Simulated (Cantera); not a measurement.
A freely propagating, adiabatic, planar premixed flame of 41.6 % H₂, 12.2 % O₂, 46.2 % N₂, equivalence ratio 1.7, unburnt at 573 K and 0.132 atm; mixture-averaged transport, grid criteria slope 0.08 and curve 0.16, no radiation.

Detailed kinetics in Cantera: the H2/O2 subset of GRI-Mech 3.0, which has no nitrogen chemistry. Burning velocities carry a grid error of a few per cent, more on coarse grids.

x: mole fraction of selected species; z is measured from the peak of heat release.

```csv
z (mm),T (K),u (m/s),x H₂,x O₂,x H,x H₂O,x H₂O₂,x HO₂
-18.0,573,6.35,0.416,0.122,<1e-8,<1e-8,<1e-8,<1e-8
-12.0,573,6.35,0.416,0.122,<1e-8,<1e-8,<1e-8,<1e-8
-9.02,573,6.35,0.416,0.122,<1e-8,<1e-8,<1e-8,<1e-8
-6.01,573,6.35,0.416,0.122,3.23e-7,3.59e-8,<1e-8,5.65e-7
-3.01,583,6.45,0.414,0.122,0.000465,0.000625,[?],4.86e-5
-1.50,711,7.79,0.391,0.118,0.0115,0.0118,[?],3.12e-5
0,1096,11.7,0.243,0.0692,0.0871,0.114,[?],1.17e-5
1.50,1353,14.3,0.135,0.0101,0.132,0.227,[?],1.66e-6
3.01,1450,15.2,0.131,0.00454,0.127,0.239,[?],6.83e-7
6.01,1563,16.3,0.139,0.00370,0.112,0.242,[?],4.89e-7
12.0,1695,17.5,0.148,0.00301,0.0942,0.246,[?],3.54e-7
24.1,1835,18.7,0.158,0.00221,0.0758,0.250,[?],2.43e-7
48.1,1972,19.9,0.166,0.00145,0.0580,0.256,[?],1.62e-7
```

Task: What belongs in the gaps?

Result: 
- -3.01, x H₂O₂: 5.05e-7
- -1.50, x H₂O₂: 5.81e-7
- 0, x H₂O₂: 3.31e-7
- 1.50, x H₂O₂: 2.98e-7
- 3.01, x H₂O₂: 2.67e-7
- 6.01, x H₂O₂: 2.16e-7
- 12.0, x H₂O₂: 1.38e-7
- 24.1, x H₂O₂: 7.54e-8
- 48.1, x H₂O₂: 3.90e-8
